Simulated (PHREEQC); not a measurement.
A column of 0.2 m (30 cells, dispersivity 0.016 m, 720 s a shift, diffusion coefficient 3e-10 m²/s) holds 0.024 eq of the database's cation exchanger X per kg of pore water, first in equilibrium with 0.034 mol/kgw KBr, 0.00042 mol/kgw NH4Cl and 1e-05 mol/kgw HCl. It is flushed with 0.014 mol/kgw SrCl2 and 1e-05 mol/kgw HCl, at 25 °C. Values are for the last cell. CO2 from the air is kept out. Precipitation was switched off in this run.

Base run: PHREEQC, ion-association model, phreeqc.dat. Each further column changes one thing. The table gives Sr in solution (mol/kgw).

| pore volumes | base | exchange capacity from 0.024 to 0.012 eq/kgw | dispersivity from 0.016 to 0.032 m |
|---|---|---|---|
| 0 | 0 | 0 | 0 |
| 0.4167 | 2.77e-12 | 1.79e-8 | 1.68e-8 |
| 0.8167 | 5.03e-7 | 0.000207 | 4.71e-5 |
| 1.217 | 0.000195 | 0.00510 | 0.00176 |
| 1.617 | 0.00495 | 0.0103 | 0.00629 |
| 2.017 | 0.0101 | 0.0127 | 0.00966 |
| 2.417 | 0.0124 | 0.0135 | 0.0116 |
| 2.817 | 0.0134 | 0.0138 | 0.0127 |
| 3.217 | 0.0138 | 0.0140 | 0.0133 |
| 3.617 | 0.0139 | 0.0140 | 0.0136 |
| 4.017 | 0.0140 | 0.0140 | 0.0138 |
